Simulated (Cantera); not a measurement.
Charge: 1 mol Si, 0.074 mol N2O, 9.3 mol H2, held at 1.00e-5 bar.

Cantera equilibrium calculation (NASA polynomials, part measured and part estimated; ideal gas, pure solids and liquids). Candidate condensed phases: H2O, Si, SiO2, Si2N2O, Si3N4; 35 gas species. Mutual solubility and eutectic melting of coexisting phases are not modelled. Gases not in the tables: Si2H6 and higher silanes. Equilibrium is a limit: real reactors are often held back by kinetics, nucleation or transport.

**Question.** Which condensed phases are stable at each of these points (T (K)): 1198, 1273, 1348, 1423, 1498, 1573, 1648, 1723, 1798?

**Answer.** 
```json
[
 {"T (K)": "1198", "condensed phases": "Si(s) + Si2N2O(s)", "Si condensed (%)": "99.9"},
 {"T (K)": "1273", "condensed phases": "Si(s) + Si2N2O(s)", "Si condensed (%)": "98.4"},
 {"T (K)": "1348", "condensed phases": "Si(s)", "Si condensed (%)": "92.6"},
 {"T (K)": "1423", "condensed phases": "Si(s)", "Si condensed (%)": "92.5"},
 {"T (K)": "1498", "condensed phases": "Si(s)", "Si condensed (%)": "91.6"},
 {"T (K)": "1573", "condensed phases": "Si(s)", "Si condensed (%)": "87.3"},
 {"T (K)": "1648", "condensed phases": "Si(s)", "Si condensed (%)": "66.9"},
 {"T (K)": "1723", "condensed phases": "gas only", "Si condensed (%)": "0.0"},
 {"T (K)": "1798", "condensed phases": "gas only", "Si condensed (%)": "0.0"}
]
```

From 1198 K to 1273 K the condensed part is Si(s) + Si2N2O(s). From 1348 K to 1648 K the condensed part is Si(s). From 1723 K to 1798 K nothing is condensed.
